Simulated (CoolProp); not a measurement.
Model: reference Helmholtz-energy equation of state, Thol 2016, in CoolProp.

Problem. Give the vapour pressure (MPa), liquid density (kg/m³), vapour density (kg/m³), liquid cp (kJ/(kg K)) of saturated hexamethyldisiloxane (MM) at 81.15 °C.

Solution. 
```json
[
 {"T (°C)": "81.15", "p (MPa)": "0.0556", "liquid density (kg/m³)": "698", "vapour density (kg/m³)": "3.20", "liquid cp (kJ/(kg K))": "2.06"}
]
```
